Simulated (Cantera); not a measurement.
Input (Python, Cantera):

```python
import numpy as np
import cantera as ct

gas = ct.Solution("gri30.yaml", transport_model="multicomponent")
show = ['O', 'C2H2', 'H2O']

rows = []
print(f"{'T/K':>7s}{'rho':>11s}{'cp':>10s}{'mu':>11s}{'lambda':>11s}{'Pr':>7s}" + "".join(f"{'D_' + s:>11s}" for s in show))
for T in [400, 500, 600, 700, 800, 900, 1000, 1100]:
    gas.TPX = T, 250, {'CH4': 0.26}
    Pr = gas.cp_mass * gas.viscosity / gas.thermal_conductivity
    D = [gas.mix_diff_coeffs_mole[gas.species_index(s)] for s in show]
    rows.append([gas.density, gas.cp_mass, gas.viscosity, gas.thermal_conductivity, Pr, *D])
    print(f"{T:7g}{gas.density:11.4e}{gas.cp_mass:10.1f}{gas.viscosity:11.4e}"
          f"{gas.thermal_conductivity:11.4e}{Pr:7.3f}" + "".join(f"{d:11.4e}" for d in D))
print("SI units: kg/m3, J/kg/K, Pa s, W/m/K, m2/s")
```

Result:

```
    T/K        rho        cp         mu     lambda     Pr        D_O     D_C2H2      D_H2O
    400 1.2060e-03    2526.4 1.4442e-05 5.0839e-02  0.718 2.2494e-02 1.2153e-02 1.6150e-02
    500 9.6476e-04    2898.1 1.7084e-05 6.8613e-02  0.722 3.3043e-02 1.8130e-02 2.4802e-02
    600 8.0397e-04    3286.8 1.9486e-05 8.8384e-02  0.725 4.5078e-02 2.4985e-02 3.4928e-02
    700 6.8912e-04    3655.8 2.1710e-05 1.0922e-01  0.727 5.8500e-02 3.2654e-02 4.6402e-02
    800 6.0298e-04    3989.2 2.3796e-05 1.3039e-01  0.728 7.3232e-02 4.1086e-02 5.9123e-02
    900 5.3598e-04    4291.7 2.5773e-05 1.5175e-01  0.729 8.9212e-02 5.0242e-02 7.3012e-02
   1000 4.8238e-04    4588.7 2.7658e-05 1.7396e-01  0.730 1.0639e-01 6.0088e-02 8.8005e-02
   1100 4.3853e-04    4844.1 2.9467e-05 1.9555e-01  0.730 1.2472e-01 7.0597e-02 1.0405e-01
SI units: kg/m3, J/kg/K, Pa s, W/m/K, m2/s
```

Cantera simulation using GRI-Mech 3.0 (53 species, 325 reactions); the numbers are that mechanism's predictions, not measurements. The composition is frozen, though it would react at the higher temperatures.
